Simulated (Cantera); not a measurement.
A freely propagating, adiabatic, planar premixed flame of H2 : O2 : N2 = 1 : 0.357 : 1.34 (molar parts), equivalence ratio 1.4, unburnt at 723 K and 143 Torr; mixture-averaged transport, grid criteria slope 0.08 and curve 0.16, no radiation.

Computed with Cantera and the H2/O2 subset of GRI-Mech 3.0, which has no nitrogen chemistry. Burning velocities carry a grid error of a few per cent, more on coarse grids.

Task: What does this change do: N2 1.34 to 1.1 parts?

Result: 
```csv
quantity,before,after
laminar burning velocity,1030 cm/s,1150 cm/s
thermal thickness,4.44 mm,4.13 mm
peak x(H),0.127,0.142
peak x(O),0.0114,0.0134
peak x(H2O2),8.03e-7,9.32e-7
peak x(OH),0.0158,0.0199
```
